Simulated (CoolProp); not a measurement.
Vapour-liquid equilibrium of R125 (1) + R134a (2) at 290 kPa; x and y are mole fractions of (1).

Model: multi-fluid Helmholtz-energy mixture model, Lemmon 2005 and Tillner-Roth 1994; pair parameters Lemmon 2004, in CoolProp.

Question: Give the bubble temperature and the first vapour's composition at x = 0.15, 0.55, 0.85. Is there an azeotrope?

Answer: x = 0.15: 267.7 K, y = 0.284; x = 0.55: 257.4 K, y = 0.735; x = 0.85: 251.7 K, y = 0.927. No azeotrope shows between x = 0.05 and 0.95.

Pair parameters are fitted to limited data, so mixtures are less certain than the pure fluids.
